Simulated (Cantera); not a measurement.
Charge: 1 mol Si, 19 mol HF, equilibrated at 1.90 Pa.

Method: chemical equilibrium by Gibbs-energy minimisation in Cantera with the NASA 1993 tables (ideal gas, pure condensed phases). Candidate condensed phases: Si; 25 gas species. Rates play no part.

Question: At 1023 K, list the 3 most abundant gas species with their mole fractions, and the condensed phases.

Answer: HF 0.833, H₂ 0.111, SiF₄ 0.0556. Condensed: gas only.
